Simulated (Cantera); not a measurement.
Feed: 1 mol Pb, 0.22 mol CO₂, 4.5 mol H₂, 0.17 mol NH₃, equilibrated at 1 atm.

Equilibrium computed with Cantera from the NASA thermochemical tables; the gas is ideal and each condensed phase is pure. Candidate condensed phases: C, C₆H₆, C₇H₈, C₈H₁₈, H₂O, Pb, PbO, PbO₂, Pb₃O₄; 139 gas species. Equilibrium is a limit: real reactors are often held back by kinetics, nucleation or transport.

### Question
What share of the Pb ends up in condensed phases as a function of T (°C), at 527, 602, 677, 752, 827, 902, 977, 1052, 1127, 1202?

### Answer
| T (°C) | Pb condensed (%) | as |
|---|---|---|
| 527 | 100.0 | Pb(l) |
| 602 | 100.0 | Pb(l) |
| 677 | 100.0 | Pb(l) |
| 752 | 100.0 | Pb(l) |
| 827 | 99.9 | Pb(l) |
| 902 | 99.8 | Pb(l) |
| 977 | 99.3 | Pb(l) |
| 1052 | 98.2 | Pb(l) |
| 1127 | 95.6 | Pb(l) |
| 1202 | 90.2 | Pb(l) |
